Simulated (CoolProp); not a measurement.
R245fa at 366.98 K and 7.57 MPa is throttled through a valve to 1.81 MPa with no heat exchange. Each further row changes one setting.

Model: reference Helmholtz-energy equation of state, Akasaka 2015, in CoolProp.

| case | temperature change (K) | final phase | final density (kg/m³) |
|---|---|---|---|
| as stated | ? | liquid | 1130 |
| outlet pressure 0.543 MPa | ? | ? | ? |
| outlet pressure 2.35 MPa | ? | liquid | 1130 |

**Question.** Complete the blanks.

**Answer.** 
- as stated, temperature change (K): -0.4
- outlet pressure 0.543 MPa, temperature change (K): -28.1
- outlet pressure 0.543 MPa, final phase: two-phase, vapour fraction 0.248
- outlet pressure 0.543 MPa, final density (kg/m³): 112
- outlet pressure 2.35 MPa, temperature change (K): -0.3
